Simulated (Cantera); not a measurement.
Feed: 1 mol B, 2 mol H2O, 0.95 mol O2, at 0.180 Torr.

Method: chemical equilibrium by Gibbs-energy minimisation in Cantera with the NASA 1993 tables (ideal gas, pure condensed phases). Candidate condensed phases: B, B2O3, B3O3H3, H2O; 23 gas species. Gases not in the tables: H3BO3. Rates play no part.

x: gas mole fraction; n: condensed amount in mol.

```csv
T (K),x H2O,x HBO2,x O2,x H,x H2,x OH,x O,x BO2,x B2O3,n B2O3(l)
875,0.908,7.92e-5,0.0909,<1e-12,2.42e-10,1.39e-7,4.00e-11,1.69e-11,1.44e-11,0.497
975,0.908,0.000942,0.0909,6.57e-12,7.91e-9,1.37e-6,1.40e-9,1.91e-9,4.08e-9,0.498
1075,0.902,0.00689,0.0906,3.49e-10,1.36e-7,8.79e-6,2.55e-8,8.80e-8,3.90e-7,0.492
1175,0.876,[?],0.0893,[?],[?],[?],[?],[?],[?],0.460
1275,0.785,0.130,0.0849,1.47e-7,9.60e-6,0.000140,2.10e-6,2.93e-5,0.000383,0.346
1375,0.569,0.350,0.0743,1.42e-6,4.12e-5,0.000353,1.12e-5,0.000271,0.00548,0.0142
1475,0.563,0.354,0.0737,1.12e-5,0.000180,0.000920,5.03e-5,0.000716,0.00767,0
1575,0.564,0.349,0.0733,6.90e-5,0.000661,0.00214,0.000187,0.00162,0.00969,0
1675,0.563,0.342,0.0727,0.000342,0.00208,0.00448,0.000595,0.00332,0.0118,0
1775,0.557,0.333,0.0721,[?],[?],[?],[?],[?],[?],0
1875,0.542,0.320,0.0722,0.00496,0.0137,0.0153,0.00417,0.0109,0.0160,0
1975,0.510,0.301,0.0737,0.0150,0.0289,0.0253,0.00966,0.0180,0.0178,0
2075,0.451,0.271,0.0773,0.0393,0.0522,0.0388,0.0209,0.0280,0.0190,0
2175,0.361,0.226,0.0814,0.0888,0.0795,0.0541,0.0424,0.0409,0.0191,0
```

Problem. What belongs in the gaps?

Solution. 
- 1775, x H: 0.00141
- 1775, x H2: 0.00570
- 1775, x OH: 0.00859
- 1775, x O: 0.00166
- 1775, x BO2: 0.00624
- 1775, x B2O3: 0.0140
- 1175, x HBO2: 0.0349
- 1175, x H: 9.41e-9
- 1175, x H2: 1.41e-6
- 1175, x OH: 4.06e-5
- 1175, x O: 2.82e-7
- 1175, x BO2: 2.08e-6
- 1175, x B2O3: 1.66e-5
